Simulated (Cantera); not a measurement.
Mixture: 2.52 % C₃H₈, 23.8 % O₂, 73.7 % N₂, at 33000 Pa, adiabatic and at constant volume. Ignition delay is the time to a rise of 400 K.

Cantera simulation using GRI-Mech 3.0 (53 species, 325 reactions); the numbers are that mechanism's predictions, not measurements. GRI-Mech 3.0 was tuned for natural gas; its chemistry of propane as a main component is partial and can be far from experiment.

### Question
Predict: delay at 1125 K; delay at 1175 K; delay at 1225 K; delay at 1275 K; delay at 1325 K; delay at 1375 K; delay at 1425 K; apparent activation energy between 1325 and 1425 K.

### Answer
```json
{
 "delay at 1125 K": "41.7 ms",
 "delay at 1175 K": "13.5 ms",
 "delay at 1225 K": "4.85 ms",
 "delay at 1275 K": "1.96 ms",
 "delay at 1325 K": "0.892 ms",
 "delay at 1375 K": "0.455 ms",
 "delay at 1425 K": "0.257 ms",
 "apparent activation energy between 1325 and 1425 K": "200 kJ/mol"
}
```
